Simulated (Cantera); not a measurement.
**Thermodynamics of hydrogen reduction and annealing atmospheres, feed NiS + H2 + N2**

Feed: 1 mol NiS, 290 mol H2, 3.3 mol N2, held at 725 K and 0.510 bar.

Method: chemical equilibrium by Gibbs-energy minimisation in Cantera with the NASA 1993 tables (ideal gas, pure condensed phases). Candidate condensed phases: Ni, NiS, NiS2, Ni3S2, Ni3S4, S; 17 gas species. Kinetics and transport are ignored.

```yaml
x(H2): 0.987
x(N2): 0.0111
x(H2S): 0.00114
x(NH3): 0.000361
n(Ni3S2(s)): 0.333 mol
gas_amount: 293.2 mol
log10 activity of Ni(s) (absent): -0.55
log10 activity of NiS(s) (absent): -1.06
log10 activity of NiS2(s) (absent): -5.08
```
